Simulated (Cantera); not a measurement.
What does this Cantera script print?

```python
import numpy as np
import cantera as ct

gas_names = """
    Fe FeO Fe(OH)2 H HO2 H2 H2O H2O2 O OH O2 O3
""".split()
cond_names = """
    Fe(a) Fe(c) Fe(d) Fe(L) FeO(s) FeO(L) Fe(OH)2(s) Fe(OH)3(s) Fe2O3(s) Fe3O4(s) H2O(s) H2O(L)
""".split()


def load(file, names, dense=False):
    # The tables refer to 1 bar. Condensed volumes are neglected.
    table = {s.name: s for s in ct.Species.list_from_file(file)}
    out = []
    for n in names:
        d = dict(table[n].input_data)
        d["thermo"] = dict(d["thermo"], **{"reference-pressure": 1e5})
        if dense:
            d["equation-of-state"] = {"model": "constant-volume", "density": "1e6 g/cm^3"}
        out.append(ct.Species.from_dict(d))
    return out


gas = ct.Solution(thermo="ideal-gas", species=load("nasa_gas.yaml", gas_names))
cond = {s.name: ct.Solution(thermo="fixed-stoichiometry", species=[s], name=s.name)
        for s in load("nasa_condensed.yaml", cond_names, dense=True)}
atoms = {
    'Fe3O4': {'Fe': 3, 'O': 4},
    'H2': {'H': 2},
    'H2O': {'H': 2, 'O': 1},
}
top_T = {'Fe2O3(s)': 1830, 'Fe3O4(s)': 1870}  # K; cautious upper limits of use, not melting points


def equilibrate(T, P, feed):
    n = {}
    for name, mol in feed.items():
        for a, k in atoms[name].items():
            n[a] = n.get(a, 0.0) + k * mol
    gas.TPX = T, P, n
    mass = sum(n.values()) * gas.mean_molecular_weight
    gas.equilibrate("TP")
    valid = [c for c in cond.values() if c.min_temp <= T <= top_T.get(c.name, c.max_temp)]
    mix = ct.Mixture([(gas, mass / gas.mean_molecular_weight)] + [(c, 0.0) for c in valid])
    mix.T, mix.P = T, P
    mix.equilibrate("TP", solver="vcs", rtol=1e-11, max_steps=5000)
    return mix


results = []
T = 973  # K
P = 780000  # Pa
for m in [0.38, 0.7, 1, 1.3, 1.7, 2, 2.3, 2.6, 2.9, 3.2, 3.6]:
    feed = {'Fe3O4': 1, 'H2': 35, 'H2O': m}  # mol
    mix = equilibrate(T, P, feed)
    results.append((T, P, feed, dict(zip(mix.species_names, mix.species_moles))))

top = {s: max(r[3][s] / sum(r[3][g] for g in gas_names) for r in results) for s in gas_names}
cols = sorted((s for s in top if top[s] > 0.001), key=lambda s: -top[s])[:5]
seen = [c for c in cond_names if any(r[3].get(c, 0) > 1e-12 for r in results)]
print("log10 of partial pressures in bar; condensed amounts in mol")
print(f"{'n(H2O)':>10s}" + "".join(f"{s[:9]:>10s}" for s in cols + seen))
for T, P, feed, n in results:
    ng = sum(n[g] for g in gas_names)
    print(f"{feed['H2O']:10.4g}" + "".join(f"{np.log10(max(n[s] / ng * P / 1e5, 1e-99)):10.3f}" for s in cols)
          + "".join(f"{n.get(c, 0):10.4g}" for c in seen))
```

It prints:

```
log10 of partial pressures in bar; condensed amounts in mol
    n(H2O)        H2       H2O     Fe(a)    FeO(s)
      0.38     0.835    -0.015         3         0
       0.7     0.831     0.012         3         0
         1     0.827     0.035         3         0
       1.3     0.825     0.047     2.885    0.1154
       1.7     0.825     0.047     2.542    0.4583
         2     0.825     0.047     2.285    0.7154
       2.3     0.825     0.047     2.027    0.9726
       2.6     0.825     0.047      1.77      1.23
       2.9     0.825     0.047     1.513     1.487
       3.2     0.825     0.047     1.256     1.744
       3.6     0.825     0.047    0.9131     2.087
```

These are equilibrium values from Cantera (NASA tables, ideal gas, pure condensed phases), not measurements of a reactor. The tables' stoichiometric FeO is somewhat more stable than real wüstite, so its field is too wide. FeO: taken at fixed stoichiometry.
